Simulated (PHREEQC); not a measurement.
Solution (52 °C): 0.0018 mol LiF per kg of water. Closed to the air; pH follows from the charge balance.

Equilibrium calculation in PHREEQC: ion-association model, phreeqc.dat.

No solid was allowed to form.

Problem. Predict the pH.

Solution. pH 6.96.

At this temperature some constants are extrapolated from 25 °C, and those without enthalpy data are left unchanged.
